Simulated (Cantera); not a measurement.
## Transport properties of process gases

Gas mixture: C₂H₂ : H₂O = 0.27 : 0.41 (molar parts), at 0.0440 bar, frozen composition.

Cantera's kinetic-theory transport with the Lennard-Jones parameters of GRI-Mech 3.0, ideal gas; thermal conductivity in the mixture-averaged form. Polar gases are described roughly by these parameters.

```tsv
T (K)	ρ (kg/m³)	cp (J/kg/K)	μ (µPa s)	λ (mW/m/K)	Pr	D (cm²/s) OH	D (cm²/s) H₂	D (cm²/s) N₂
400	0.0280	1916	13.8	36.5	0.727	12.2	28.7	7.84
500	0.0224	2026	17.1	47.6	0.730	18.1	42.4	11.8
600	0.0187	2121	20.3	59.1	0.729	25.0	58.0	16.3
700	0.0160	2208	23.4	71.0	0.727	32.7	75.5	21.4
800	0.0140	2290	26.3	83.3	0.724	41.1	94.7	27.0
900	0.0125	2369	29.2	95.9	0.721	50.3	116	33.1
1000	0.0112	2446	32.0	109	0.720	60.1	138	39.6
```
D: mixture-averaged diffusion coefficient of that species in the mixture.
